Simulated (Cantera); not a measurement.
A closed system holds: 1 mol MgSO₄, 0.068 mol H₂O, 0.15 mol O₂, equilibrated at 1523.15 K and 750 Torr.

Method: chemical equilibrium by Gibbs-energy minimisation in Cantera with the NASA 1993 tables (ideal gas, pure condensed phases). Candidate condensed phases: H₂O, H₂SO₄, Mg, MgO, Mg(OH)₂, MgS, MgSO₄, S; 26 gas species. Equilibrium is a limit: real reactors are often held back by kinetics, nucleation or transport.

Base state: SO₂ 0.574, O₂ 0.375, H₂O 0.0398, SO₃ 0.0117, OH 6.95e-5 (mole fractions); condensed: MgO(s).

**Question.** What changes in the equilibrium state with this change: temperature from 1523.15 K to 1873.15 K?

**Answer.** 
```csv
species,before,after
SO₂,0.574,0.580
O₂,0.375,0.377
H₂O,0.0398,0.0392
SO₃,0.0117,0.00293
SO,4.76e-7,4.11e-5
O,3.38e-6,0.000145
"MgO(s), mol",1.00,1.000
```
